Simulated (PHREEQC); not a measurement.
A made-up water analysis in mg/L, 25 °C, pH 3.85, pe 9.8: Na 39.8; K 42; Ca 81; Mg 12.2; Cl 67.9; S(6) as SO4 301; Zn 1.63; Ni 0.399.

Na is adjusted to close the charge balance.
Valence states are taken as typed.

All values are PHREEQC results (ion-association model, wateq4f.dat), not measurements.

```
Item                       Value
----------------  --------------
ionic strength    0.0119 mol/kgw
total alkalinity   -0.182 meq/kg
```

```csv
species,molality,activity,log γ
SO4-2,0.00261,0.00169,-0.189
Cl-,0.00192,0.00171,-0.049
Na+,0.00180,0.00161,-0.048
Ca+2,0.00166,0.00108,-0.187
K+,0.00106,0.000948,-0.049
Mg+2,0.000399,0.000262,-0.183
CaSO4,0.000363,0.000364,0.001
H+,0.000156,0.000141,-0.042
MgSO4,0.000103,0.000103,0.001
```

This is a speciation only: nothing precipitates in the calculation. Complexes and solids missing from the database can't appear.
